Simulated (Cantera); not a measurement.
Cantera run:

```python
import numpy as np
import cantera as ct

gas_names = """
    CL CL2 H HCL H2 Si SiCL SiCL2 SiCL3 SiCL4 SiH SiHCL3 SiH2 SiH2CL2 SiH3 SiH3CL SiH4 Si2 Si3
""".split()
cond_names = """
    Si(cr) Si(L)
""".split()


# ... load() reads the species with a 1 bar reference pressure and builds the phases ...
atoms = {
    'SiCl4': {'Si': 1, 'CL': 4},
    'HCl': {'H': 1, 'CL': 1},
    'H2': {'H': 2},
}
top_T = {}  # K; cautious upper limits of use, not melting points


# ... equilibrate(T, P, feed) seeds the gas with the atoms and calls Mixture.equilibrate('TP', solver="vcs", rtol=1e-11, max_steps=5000) ...
results = []
feed = {'SiCl4': 1, 'HCl': 5.4, 'H2': 1.4}  # mol
P = 28000  # Pa
for T in [775, 875, 975, 1075, 1175, 1275, 1375, 1475]:
    mix = equilibrate(T, P, feed)
    results.append((T, P, feed, dict(zip(mix.species_names, mix.species_moles))))

top = {s: max(r[3][s] / sum(r[3][g] for g in gas_names) for r in results) for s in gas_names}
cols = sorted((s for s in top if top[s] > 0.001), key=lambda s: -top[s])[:9]
seen = [c for c in cond_names if any(r[3].get(c, 0) > 1e-12 for r in results)]
print("log10 of partial pressures in bar; condensed amounts in mol")
print(f"{'T/K':>10s}" + "".join(f"{s[:9]:>10s}" for s in cols + seen))
for T, P, feed, n in results:
    ng = sum(n[g] for g in gas_names)
    print(f"{T:10.4g}" + "".join(f"{np.log10(max(n[s] / ng * P / 1e5, 1e-99)):10.3f}" for s in cols)
          + "".join(f"{n.get(c, 0):10.4g}" for c in seen))
```

Result:

```
log10 of partial pressures in bar; condensed amounts in mol
       T/K       HCL        H2     SiCL4     SiCL3     SiCL2    SiHCL3
       775    -0.713    -1.299    -1.445    -7.957   -12.316    -5.220
       875    -0.712    -1.299    -1.445    -6.601    -9.994    -4.692
       975    -0.712    -1.299    -1.446    -5.528    -8.159    -4.275
      1075    -0.712    -1.300    -1.447    -4.660    -6.675    -3.940
      1175    -0.712    -1.301    -1.449    -3.945    -5.452    -3.666
      1275    -0.711    -1.305    -1.456    -3.351    -4.434    -3.443
      1375    -0.709    -1.313    -1.473    -2.863    -3.590    -3.273
      1475    -0.703    -1.335    -1.518    -2.482    -2.914    -3.174
```

These are equilibrium values from Cantera (NASA tables, ideal gas, pure condensed phases), not measurements of a reactor. The tables' values for SiCl3 are old estimates; treat these amounts as uncertain.
